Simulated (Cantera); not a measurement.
A freely propagating, adiabatic, planar premixed flame of CH₄ : C₂H₆ : C₃H₈ : O₂ : N₂ : H₂O = 1 : 0.23 : 0.19 : 2.5 : 12.3 : 0.74 (molar parts), equivalence ratio 1.5, unburnt at 648 K and 0.133 bar; mixture-averaged transport, grid criteria slope 0.08 and curve 0.16, no radiation.

Cantera simulation using GRI-Mech 3.0 (53 species, 325 reactions); the numbers are that mechanism's predictions, not measurements. GRI-Mech 3.0 was tuned for natural gas; its chemistry of propane as a main component is partial and can be far from experiment. Burning velocities carry a grid error of a few per cent, more on coarse grids.

x: mole fraction of selected species; z is measured from the peak of heat release.

```json
[
 {"z (mm)": "-11.4", "T (K)": "649", "u (m/s)": "0.719", "x CH₄": "0.0586", "x C₂H₆": "0.0135", "x C₃H₈": "0.0111", "x O": "<1e-8", "x C₂H₄": "2.97e-6", "x HCN": "<1e-8"},
 {"z (mm)": "-7.62", "T (K)": "654", "u (m/s)": "0.729", "x CH₄": "0.0579", "x C₂H₆": "0.0134", "x C₃H₈": "0.0111", "x O": "<1e-8", "x C₂H₄": "2.30e-5", "x HCN": "1.54e-8"},
 {"z (mm)": "-5.71", "T (K)": "670", "u (m/s)": "0.753", "x CH₄": "0.0568", "x C₂H₆": "0.0132", "x C₃H₈": "0.0110", "x O": "<1e-8", "x C₂H₄": "0.000114", "x HCN": "7.67e-8"},
 {"z (mm)": "-3.81", "T (K)": "?", "u (m/s)": "0.857", "x CH₄": "0.0529", "x C₂H₆": "0.0126", "x C₃H₈": "0.0105", "x O": "4.36e-8", "x C₂H₄": "0.000803", "x HCN": "5.66e-7"},
 {"z (mm)": "-1.90", "T (K)": "?", "u (m/s)": "1.27", "x CH₄": "0.0384", "x C₂H₆": "0.00888", "x C₃H₈": "0.00642", "x O": "3.06e-6", "x C₂H₄": "0.00456", "x HCN": "4.05e-6"},
 {"z (mm)": "-0.952", "T (K)": "?", "u (m/s)": "1.65", "x CH₄": "0.0240", "x C₂H₆": "0.00375", "x C₃H₈": "0.00161", "x O": "3.50e-5", "x C₂H₄": "0.00608", "x HCN": "9.25e-6"},
 {"z (mm)": "0", "T (K)": "1643", "u (m/s)": "2.00", "x CH₄": "0.00873", "x C₂H₆": "0.000323", "x C₃H₈": "2.84e-5", "x O": "0.000142", "x C₂H₄": "0.00246", "x HCN": "1.89e-5"},
 {"z (mm)": "0.952", "T (K)": "1784", "u (m/s)": "2.17", "x CH₄": "0.00182", "x C₂H₆": "7.74e-6", "x C₃H₈": "2.17e-8", "x O": "0.000190", "x C₂H₄": "0.000308", "x HCN": "3.02e-5"},
 {"z (mm)": "1.90", "T (K)": "1835", "u (m/s)": "2.23", "x CH₄": "0.000351", "x C₂H₆": "3.01e-7", "x C₃H₈": "<1e-8", "x O": "0.000147", "x C₂H₄": "2.33e-5", "x HCN": "3.50e-5"},
 {"z (mm)": "3.81", "T (K)": "1859", "u (m/s)": "2.26", "x CH₄": "2.47e-5", "x C₂H₆": "<1e-8", "x C₃H₈": "<1e-8", "x O": "9.29e-5", "x C₂H₄": "1.71e-7", "x HCN": "3.19e-5"},
 {"z (mm)": "7.62", "T (K)": "1866", "u (m/s)": "2.26", "x CH₄": "1.12e-6", "x C₂H₆": "<1e-8", "x C₃H₈": "<1e-8", "x O": "7.62e-5", "x C₂H₄": "<1e-8", "x HCN": "2.10e-5"},
 {"z (mm)": "15.2", "T (K)": "1871", "u (m/s)": "2.27", "x CH₄": "2.11e-8", "x C₂H₆": "<1e-8", "x C₃H₈": "<1e-8", "x O": "6.53e-5", "x C₂H₄": "<1e-8", "x HCN": "9.33e-6"},
 {"z (mm)": "30.5", "T (K)": "1876", "u (m/s)": "2.27", "x CH₄": "<1e-8", "x C₂H₆": "<1e-8", "x C₃H₈": "<1e-8", "x O": "5.12e-5", "x C₂H₄": "<1e-8", "x HCN": "2.45e-6"}
]
```

Question: Some entries are withheld; supply them.

Answer: 
- -3.81, T (K): 753
- -1.90, T (K): 1081
- -0.952, T (K): 1375
